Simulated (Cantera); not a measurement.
Input: 1 mol Fe(CO)5, 1 mol O2, 0.16 mol H2, equilibrated at 677 °C and 0.128 Torr.

Cantera equilibrium calculation (NASA polynomials, part measured and part estimated; ideal gas, pure solids and liquids). Candidate condensed phases: C, C6H6, C7H8, C8H18, Fe, Fe(CO)5, FeO, Fe(OH)2, Fe(OH)3, Fe2O3, Fe3O4, H2O; 114 gas species. The tables' stoichiometric FeO is somewhat more stable than real wüstite, so its field is too wide. FeO: taken at fixed stoichiometry. The numbers say what is thermodynamically allowed, not how fast it happens.

Base state: CO 0.757, CO2 0.212, H2 0.0268, H2O 0.00420 (mole fractions); condensed: Fe(α) + FeO(s).

Q: What changes in the equilibrium state with this change: H2 from 0.16 to 6.9 mol?

A: 
| species | before | after |
|---|---|---|
| H2 | 0.0268 | 0.503 |
| CO | 0.757 | 0.329 |
| CO2 | 0.212 | 0.0908 |
| H2O | 0.00420 | 0.0773 |
| Fe(α), mol | 0.117 | 1.00 |
| FeO(s), mol | 0.883 | 0 |
